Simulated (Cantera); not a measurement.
# Thermodynamics of abatement and gas-phase synthesis, feed HCl + H2 + N2

A closed system holds: 1 mol HCl, 0.24 mol H2, 3.1 mol N2, at 548 Torr.

Cantera equilibrium calculation (NASA polynomials, part measured and part estimated; ideal gas, pure solids and liquids). Candidate condensed phases: NH4Cl; 12 gas species. The numbers say what is thermodynamically allowed, not how fast it happens.

From 1050 °C to 1875 °C nothing is condensed.

| T (°C) | x N2 | x HCl | x H2 | x Cl | x H |
|---|---|---|---|---|---|
| 1050 | 0.714 | 0.230 | 0.0553 | 1.53e-6 | 4.36e-7 |
| 1125 | 0.714 | 0.230 | 0.0553 | 4.47e-6 | 1.30e-6 |
| 1200 | 0.714 | 0.230 | 0.0553 | 1.18e-5 | 3.48e-6 |
| 1275 | 0.714 | 0.230 | 0.0553 | 2.82e-5 | 8.48e-6 |
| 1350 | 0.714 | 0.230 | 0.0553 | 6.24e-5 | 1.90e-5 |
| 1425 | 0.714 | 0.230 | 0.0553 | 0.000129 | 3.98e-5 |
| 1500 | 0.714 | 0.230 | 0.0554 | 0.000250 | 7.84e-5 |
| 1575 | 0.714 | 0.230 | 0.0554 | 0.000461 | 0.000146 |
| 1650 | 0.714 | 0.229 | 0.0555 | 0.000808 | 0.000260 |
| 1725 | 0.714 | 0.229 | 0.0557 | 0.00136 | 0.000443 |
| 1800 | 0.713 | 0.228 | 0.0560 | 0.00219 | 0.000728 |
| 1875 | 0.713 | 0.226 | 0.0563 | 0.00341 | 0.00116 |
x: gas mole fraction; nothing condenses.
